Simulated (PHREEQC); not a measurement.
Consider water at 45 °C with 1.3 mmol/kgw (NH4)2HPO4 and 0.15 mmol/kgw K2HPO4. Closed to the air; pH follows from the charge balance.

Computed with PHREEQC (ion-association model, phreeqc.dat).

Problem. The ionic strength comes out as 0.00384 mol/kgw. What activity coefficients do K+, NH4+, OH-, H2PO4-, HPO4-2 get?

Solution. K+ 0.93, NH4+ 0.93, OH- 0.93, H2PO4- 0.93, HPO4-2 0.76.

This is a speciation only: nothing precipitates in the calculation. At this temperature some constants are extrapolated from 25 °C, and those without enthalpy data are left unchanged.
